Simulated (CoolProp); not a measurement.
A single-stage vapour-compression cycle with n-hexane: evaporating at 307.15 K (dew point), condensing at 354.15 K (bubble point), superheat 2 K, subcooling 2 K, compressor efficiency 0.85, no pressure losses. Each further row changes one setting.

Model: reference Helmholtz-energy equation of state, Thol 2019, in CoolProp.

```csv
case,cooling COP,pressure ratio,discharge temperature (K),refrigerating effect (kJ/kg),volumetric capacity (kJ/m³)
as stated,4.54,4.99,354.2,255,256
evaporating temperature 312.15 K,5.30,4.09,354.2,263,318
condensing temperature 349.15 K,5.24,4.31,349.2,267,269
subcooling 7 K,4.77,4.99,354.2,267,269
superheat 12 K,4.64,4.99,354.3,272,265
compressor efficiency 0.75,4.01,4.99,354.2,255,256
```

The compression ends wet for: as stated; evaporating temperature 312.15 K; condensing temperature 349.15 K; subcooling 7 K; compressor efficiency 0.75.
